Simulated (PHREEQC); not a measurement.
Consider water at 25 °C with 9.3 mmol/kgw Na2SeO3. Closed to the air; pH follows from the charge balance.

Computed with PHREEQC (ion-association model, wateq4f.dat).

Each row changes one thing in this solution. This is a speciation only: nothing precipitates in the calculation.

| case | pH | ionic strength (mol/kgw) |
|---|---|---|
| as made | 10.09 | 0.0278 |
| temperature from 25 to 65 °C | (withheld) | (withheld) |
| Na2SeO3 replaced by Na2CO3 at the same molality | 10.96 | (withheld) |
| Na2SeO3 from 0.0093 to 0.00186 mol/kgw | 9.81 | (withheld) |
| Na2SeO3 from 0.0093 to 0.0186 mol/kgw | 10.20 | (withheld) |

Question: Some entries are withheld; supply them.

Answer: 
- temperature from 25 to 65 °C, pH: 9.53
- temperature from 25 to 65 °C, ionic strength (mol/kgw): 0.0274
- Na2SeO3 replaced by Na2CO3 at the same molality, ionic strength (mol/kgw): 0.0243
- Na2SeO3 from 0.0093 to 0.00186 mol/kgw, ionic strength (mol/kgw): 0.00551
- Na2SeO3 from 0.0093 to 0.0186 mol/kgw, ionic strength (mol/kgw): 0.0556

Away from 25 °C the constants follow the database's enthalpies or fits; those with neither stay at their 25 °C values.
